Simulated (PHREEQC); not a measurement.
A solution holds 44 mmol/kgw NaOH, 0.42 mmol/kgw H3BO3 and 0.21 mmol/kgw K2CO3, at 25 °C. Closed to the air; pH follows from the charge balance.

Model: Pitzer model, pitzer.dat, run in PHREEQC.

No solid was allowed to form.

### Question
Estimate the pH, osmotic coefficient.

### Answer
pH 12.55; osmotic coefficient 0.945.
